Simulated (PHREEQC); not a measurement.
Synthetic water in mg/L, 25 °C, pH 5.5, pe 10.2:

| constituent | mg/L |
|---|---|
| Na | 3360 |
| K | 55.1 |
| Ca | 1160 |
| Mg | 260 |
| Cl | 7080 |
| S(6) as SO4 | 817 |
| Alkalinity as HCO3 | 51.8 |
| Zn | 245 |
| Si as SiO2 | 2.58 |
| Li | 2.61 |
| N(5) as NO3 | 19.3 |

Valence states are taken as typed.

Computed with PHREEQC (ion-association model, phreeqc.dat).

No solid was allowed to form.

Question: Predict the activity of water.

Answer: activity of water 0.993.

Question: In which forms is Zn present?

Answer: Zn+2 79 %, ZnCl+ 12 %, ZnSO4 5.9 %, ZnHCO3+ 1.8 %, ZnCl2 1.1 % of the Zn.
